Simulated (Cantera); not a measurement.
Input: 1 mol C₂H₆, 1.1 mol H₂O, at 2602 °C and 1.00 bar.

These are equilibrium values from Cantera (NASA tables, ideal gas, pure condensed phases), not measurements of a reactor. Candidate condensed phases: C, C₆H₆, C₇H₈, C₈H₁₈, H₂O; 110 gas species. Equilibrium is a limit: real reactors are often held back by kinetics, nucleation or transport.

Base state: H₂ 0.680, CO 0.202, H 0.0873, C₂H₂ (acetylene) 0.0290, C₂H 0.000529, C₄H₂ 0.000514, CH₃ 8.71e-5, C₃ 7.75e-5 (mole fractions); condensed: C(graphite).

Question: What changes in the equilibrium state with this change: H₂O from 1.1 to 0.028 mol?

Answer: 
| species | before | after |
|---|---|---|
| H₂ | 0.680 | 0.855 |
| H | 0.0873 | 0.0979 |
| C₂H₂ (acetylene) | 0.0290 | 0.0364 |
| CO | 0.202 | 0.00871 |
| CH₄ | 4.14e-5 | 6.55e-5 |
| CH₃ | 8.71e-5 | 0.000123 |
| C₃H₃ (propargyl) | 9.07e-6 | 1.28e-5 |
| C₆H₂ | 9.65e-6 | 1.21e-5 |
| C₂H₂ (vinylidene) | 6.76e-5 | 8.50e-5 |
| C(graphite), mol | 0.564 | 1.72 |
